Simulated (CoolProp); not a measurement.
Water along the isotherm 994.7 K: density (kg/m³) from the reference equation and from simpler models built on Tc = 647.1 K, pc = 22060 kPa, ω = 0.344; each cubic takes its own stable root.

Model: reference Helmholtz-energy equation of state, Wagner 2002, in CoolProp.

```json
[
 {"p (kPa)": "3310", "phase": "gas", "reference": "7.273", "Redlich-Kwong": "7.308", "Peng-Robinson": "7.285"},
 {"p (kPa)": "6620", "phase": "gas", "reference": "14.68", "Redlich-Kwong": "14.81", "Peng-Robinson": "14.72"},
 {"p (kPa)": "9930", "phase": "gas", "reference": "___", "Redlich-Kwong": "22.52", "Peng-Robinson": "22.29"},
 {"p (kPa)": "13200", "phase": "gas", "reference": "___", "Redlich-Kwong": "30.33", "Peng-Robinson": "29.90"},
 {"p (kPa)": "16500", "phase": "gas", "reference": "___", "Redlich-Kwong": "38.42", "Peng-Robinson": "37.70"},
 {"p (kPa)": "19900", "phase": "gas", "reference": "___", "Redlich-Kwong": "46.96", "Peng-Robinson": "45.86"},
 {"p (kPa)": "23200", "phase": "supercritical", "reference": "53.84", "Redlich-Kwong": "55.44", "Peng-Robinson": "___"},
 {"p (kPa)": "26500", "phase": "supercritical", "reference": "62.07", "Redlich-Kwong": "64.12", "Peng-Robinson": "61.98"},
 {"p (kPa)": "29800", "phase": "supercritical", "reference": "70.44", "Redlich-Kwong": "72.98", "Peng-Robinson": "70.16"},
 {"p (kPa)": "33100", "phase": "supercritical", "reference": "___", "Redlich-Kwong": "82.00", "Peng-Robinson": "78.40"}
]
```

Fill in the missing entries.


- 9930, reference: 22.21
- 13200, reference: 29.79
- 16500, reference: 37.59
- 19900, reference: 45.76
- 23200, Peng-Robinson: 53.87
- 33100, reference: 78.96
